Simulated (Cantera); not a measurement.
A Cantera script and what it prints.

```python
import numpy as np
import cantera as ct

gas_names = """
    H HNO HNO2 HNO3 HO2 H2 H2O H2O2 N NH NH2 NH3 NH2OH NO NO2 NO3 N2 N2H2 N2H4 N2O O OH O2 O3 Si SiH
    SiH2 SiH3 SiH4 SiN SiO SiO2 Si2 Si2N Si3
""".split()
cond_names = """
    H2O(s) H2O(L) Si(cr) Si(L) SiO2(Lqz) SiO2(hqz) SiO2(L) Si2N2O(s) Si3N4(a)
""".split()


# ... load() reads the species with a 1 bar reference pressure and builds the phases ...
atoms = {
    'SiO2': {'Si': 1, 'O': 2},
    'H2': {'H': 2},
    'N2': {'N': 2},
}
top_T = {'Si2N2O(s)': 2100, 'Si3N4(a)': 2400}  # K; cautious upper limits of use, not melting points


# ... equilibrate(T, P, feed) seeds the gas with the atoms and calls Mixture.equilibrate('TP', solver="vcs", rtol=1e-11, max_steps=5000) ...
results = []
feed = {'SiO2': 1, 'H2': 0.49, 'N2': 0.96}  # mol
T = 1798  # K
P = 310  # Pa
mix = equilibrate(T, P, feed)
results.append((T, P, feed, dict(zip(mix.species_names, mix.species_moles))))
print(gas.report(threshold=0.0001))
for i in range(1, mix.n_phases):
    print(f"{mix.phase(i).name:16s} {mix.phase_moles(i):12.5e} mol")
```

Result:

```
       temperature   1798 K
          pressure   310 Pa
           density   0.00041045 kg/m^3
  mean mol. weight   19.794 kg/kmol
   phase of matter   gas

                          1 kg             1 kmol
                     ---------------   ---------------
          enthalpy        2.2207e+06        4.3956e+07  J
   internal energy        1.4655e+06        2.9007e+07  J
           entropy             14296        2.8297e+05  J/K
    Gibbs function       -2.3483e+07       -4.6482e+08  J
 heat capacity c_p            1773.8             35109  J/K
 heat capacity c_v            1353.7             26795  J/K

                      mass frac. Y      mole frac. X     chem. pot. / RT
                     ---------------   ---------------   ---------------
                 H        0.00018101         0.0035544           -13.038
                H2          0.032178           0.31593           -26.075
               H2O           0.01334          0.014657           -53.189
                N2           0.92162           0.65118           -32.792
               SiO          0.032669          0.014668           -45.994
     [  +30 minor]         1.506e-05        1.2994e-05

Si(L)             0.00000e+00 mol
SiO2(L)           9.78373e-01 mol
Si2N2O(s)         0.00000e+00 mol
Si3N4(a)          0.00000e+00 mol
```

Equilibrium computed with Cantera from the NASA thermochemical tables; the gas is ideal and each condensed phase is pure. The tables hold silica as quartz up to 1696 K and as liquid above; real silica turns to tridymite and cristobalite and melts near 1996 K.
